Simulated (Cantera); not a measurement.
Feed: 1 mol Si3N4, 0.078 mol N2O, a varied amount of N2, equilibrated at 1550 K and 0.440 Pa.

Method: chemical equilibrium by Gibbs-energy minimisation in Cantera with the NASA 1993 tables (ideal gas, pure condensed phases). Candidate condensed phases: Si, SiO2, Si2N2O, Si3N4; 16 gas species. The tables' values for SiN are old estimates; treat these amounts as uncertain. The numbers say what is thermodynamically allowed, not how fast it happens.

log p: log10 of the partial pressure in bar; n: condensed amount in mol.

```
n(N2) (mol)  log p N2    log p Si   log p SiO  log p Si2N  log p SiN   log p Si2  n Si(s)
-----------  --------  ----------  ----------  ----------  ---------  ----------  -------
41              -5.36       -7.48       -8.10       -9.94     -10.14      -10.22     2.59
55              -5.36       -7.48       -8.22       -9.94     -10.14      -10.22     2.48
72              -5.36       -7.48       -8.34       -9.94     -10.14      -10.22     2.35
95              -5.36       -7.48       -8.46       -9.94     -10.14      -10.22     2.17
120             -5.36       -7.48       -8.55       -9.94     -10.14      -10.22     1.98
160             -5.36       -7.48       -8.68       -9.94     -10.14      -10.22     1.67
220             -5.36       -7.48       -8.81       -9.94     -10.14      -10.22     1.21
280             -5.36       -7.48       -8.92       -9.94     -10.14      -10.22    0.746
380             -5.36       -7.48  (withheld)       -9.95     -10.14      -10.23        0
490             -5.36  (withheld)  (withheld)  (withheld)     -10.25  (withheld)        0
650             -5.36       -7.71       -9.28      -10.40     -10.37      -10.69        0
```

Problem. What belongs in the gaps?

Solution. 
- 380, log p SiO: -9.05
- 490, log p Si: -7.59
- 490, log p SiO: -9.16
- 490, log p Si2N: -10.16
- 490, log p Si2: -10.45
